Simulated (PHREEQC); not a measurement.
**Acid rinse or clean**

Make-up at 25 °C: 13 mmol/kgw H2SO4 and 26 mmol/kgw MgCl2. Closed to the air; pH follows from the charge balance.

Equilibrium calculation in PHREEQC: ion-association model, phreeqc.dat.

Each row changes one thing in this solution. Precipitation was switched off in this run.

```json
[
 {"case": "as made", "pH": "1.74", "ionic strength (mol/kgw)": "0.0929"},
 {"case": "H2SO4 left out", "pH": "6.64", "ionic strength (mol/kgw)": "0.0780"},
 {"case": "MgCl2 replaced by CuCl2 at the same molality", "pH": "1.75", "ionic strength (mol/kgw)": "0.0920"},
 {"case": "MgCl2 from 0.026 to 0.0286 mol/kgw", "pH": "1.74", "ionic strength (mol/kgw)": "0.100"},
 {"case": "H2SO4 from 0.013 to 0.0013 mol/kgw", "pH": "2.67", "ionic strength (mol/kgw)": "0.0793"},
 {"case": "diluted 100-fold with water", "pH": "3.60", "ionic strength (mol/kgw)": "0.00114"},
 {"case": "H2SO4 from 0.013 to 0.13 mol/kgw", "pH": "0.90", "ionic strength (mol/kgw)": "0.236"}
]
```
